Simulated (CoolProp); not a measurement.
Vapour-liquid equilibrium of dimethyl ether (1) + 1-butene (2) at 1090 kPa; x and y are mole fractions of (1).

Values from CoolProp's multi-fluid Helmholtz-energy mixture model, Wu 2011 and Lemmon 2005; pair parameters Bell 2016.

**Question.** Give the bubble temperature and the first vapour's composition at x = 0.05, 0.2, 0.5. Is there an azeotrope?

**Answer.** x = 0.05: 346.4 K, y = 0.088; x = 0.2: 339.9 K, y = 0.310; x = 0.5: 330.5 K, y = 0.626. No azeotrope shows between x = 0.05 and 0.95.

The pair parameters rest on a limited set of measurements; away from them the model extrapolates.
